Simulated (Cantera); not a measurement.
An isothermal, constant-pressure homogeneous reactor starts with NH₃ : N₂ = 1 : 3 (molar parts), at 1200 K and 100000 Pa. Integrator tolerance rtol = 1e-08.

Computed with Cantera and the gas-phase N/H chemistry of the illustrative SiF4/NH3 mechanism in the Surface Chemkin manual (1991). Walls and surfaces, which speed up NH3 decomposition in real reactors, are not modelled.

Task: What does this change do: temperature 1200 to 2300 K?

Result: 
```json
[
 {"quantity": "x(NH₃) at 80.0 s", "before": "0.248 (gas-phase equilibrium 2.57e-5)", "after": "1.76e-6 (gas-phase equilibrium 1.76e-6)"},
 {"quantity": "x(N₂H₄) at 80.0 s", "before": "3.31e-8 (gas-phase equilibrium <1e-12)", "after": "<1e-12 (gas-phase equilibrium <1e-12)"},
 {"quantity": "x(H) at 80.0 s", "before": "5.10e-9 (gas-phase equilibrium 1.09e-7)", "after": "0.00530 (gas-phase equilibrium 0.00530)"},
 {"quantity": "x(N₂) at 80.0 s", "before": "0.750 (gas-phase equilibrium 0.700)", "after": "0.698 (gas-phase equilibrium 0.698)"},
 {"quantity": "x(N₂H₂) at 80.0 s", "before": "9.16e-9 (gas-phase equilibrium <1e-12)", "after": "3.21e-12 (gas-phase equilibrium 3.21e-12)"}
]
```
